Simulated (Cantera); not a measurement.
An isothermal, constant-pressure homogeneous reactor starts with C₂H₆ : N₂ = 1.6 : 2.3 (molar parts), at 1173 K and 1.43 Torr.

Model: GRI-Mech 3.0 (53 species, 325 reactions), integrated in Cantera. GRI-Mech 3.0 stops at C3 and has no aromatics, soot or wall deposition, so with more carbon than oxygen in the feed, carbon stays in small species such as C2H2 where larger ones or solid carbon would form. Radical loss at walls, strong at low pressure, is not modelled.

x: mole fraction; the columns are a selection and need not sum to one.

```json
[
 {"t (s)": "6.00e-6", "x C₂H₆": "0.410", "x CH₂": "<1e-12", "x HCN": "<1e-12", "x C₂H₄": "<1e-12", "x C₂H": "<1e-12", "x H₂": "<1e-12"},
 {"t (s)": "1.95e-5", "x C₂H₆": "0.410", "x CH₂": "<1e-12", "x HCN": "<1e-12", "x C₂H₄": "1.63e-12", "x C₂H": "<1e-12", "x H₂": "5.47e-12"},
 {"t (s)": "6.36e-5", "x C₂H₆": "0.410", "x CH₂": "<1e-12", "x HCN": "<1e-12", "x C₂H₄": "5.26e-11", "x C₂H": "<1e-12", "x H₂": "5.70e-11"},
 {"t (s)": "0.000207", "x C₂H₆": "0.410", "x CH₂": "<1e-12", "x HCN": "<1e-12", "x C₂H₄": "1.76e-9", "x C₂H": "<1e-12", "x H₂": "1.27e-9"},
 {"t (s)": "0.000674", "x C₂H₆": "0.410", "x CH₂": "2.48e-12", "x HCN": "<1e-12", "x C₂H₄": "5.91e-8", "x C₂H": "<1e-12", "x H₂": "5.06e-8"},
 {"t (s)": "0.00219", "x C₂H₆": "0.410", "x CH₂": "5.56e-11", "x HCN": "<1e-12", "x C₂H₄": "1.94e-6", "x C₂H": "<1e-12", "x H₂": "1.84e-6"},
 {"t (s)": "0.00714", "x C₂H₆": "0.410", "x CH₂": "6.49e-10", "x HCN": "<1e-12", "x C₂H₄": "5.77e-5", "x C₂H": "<1e-12", "x H₂": "5.65e-5"},
 {"t (s)": "0.0232", "x C₂H₆": "0.408", "x CH₂": "[?]", "x HCN": "2.59e-12", "x C₂H₄": "0.00123", "x C₂H": "<1e-12", "x H₂": "0.00118"},
 {"t (s)": "0.0756", "x C₂H₆": "0.390", "x CH₂": "[?]", "x HCN": "3.06e-11", "x C₂H₄": "0.0126", "x C₂H": "4.65e-12", "x H₂": "0.0116"},
 {"t (s)": "0.246", "x C₂H₆": "0.312", "x CH₂": "[?]", "x HCN": "9.11e-11", "x C₂H₄": "0.0607", "x C₂H": "3.42e-11", "x H₂": "0.0546"},
 {"t (s)": "0.802", "x C₂H₆": "0.148", "x CH₂": "[?]", "x HCN": "1.36e-10", "x C₂H₄": "0.155", "x C₂H": "1.27e-10", "x H₂": "0.142"},
 {"t (s)": "2.61", "x C₂H₆": "0.0171", "x CH₂": "[?]", "x HCN": "1.59e-10", "x C₂H₄": "0.207", "x C₂H": "2.90e-10", "x H₂": "0.217"},
 {"t (s)": "8.49", "x C₂H₆": "0.000989", "x CH₂": "2.92e-10", "x HCN": "1.58e-10", "x C₂H₄": "0.186", "x C₂H": "1.42e-10", "x H₂": "0.246"},
 {"t (s)": "27.6", "x C₂H₆": "7.32e-5", "x CH₂": "2.33e-11", "x HCN": "1.55e-10", "x C₂H₄": "0.162", "x C₂H": "5.46e-11", "x H₂": "0.262"},
 {"t (s)": "90.0", "x C₂H₆": "1.29e-5", "x CH₂": "4.34e-12", "x HCN": "1.51e-10", "x C₂H₄": "0.137", "x C₂H": "2.99e-11", "x H₂": "0.278"}
]
```

Problem. Some entries are withheld; supply them.

Solution. 
- 0.0232, x CH₂: 3.91e-9
- 0.0756, x CH₂: 2.40e-8
- 0.246, x CH₂: 3.55e-8
- 0.802, x CH₂: 2.45e-8
- 2.61, x CH₂: 4.86e-9
